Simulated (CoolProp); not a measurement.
A Linde-Hampson liquefier for dry air: isothermal reversible compression at 280 K from 1 atm to 10 MPa, throttling to 1 atm, return gas leaving the recuperator 5 K below the feed. Each further row changes one setting.

Computed with CoolProp (reference Helmholtz-energy equation of state, Lemmon 2000). It is a pseudo-pure fit of the blend.

```json
[
 {"case": "as stated", "liquid yield per pass": "0.046", "compression work (kJ/kg of gas)": "366"},
 {"case": "high pressure 20 MPa", "liquid yield per pass": "0.088", "compression work (kJ/kg of gas)": "421"},
 {"case": "warm-end temperature 310 K", "liquid yield per pass": "0.031", "compression work (kJ/kg of gas)": "408"},
 {"case": "warm-end gap 10 K", "liquid yield per pass": "0.034", "compression work (kJ/kg of gas)": "366"}
]
```
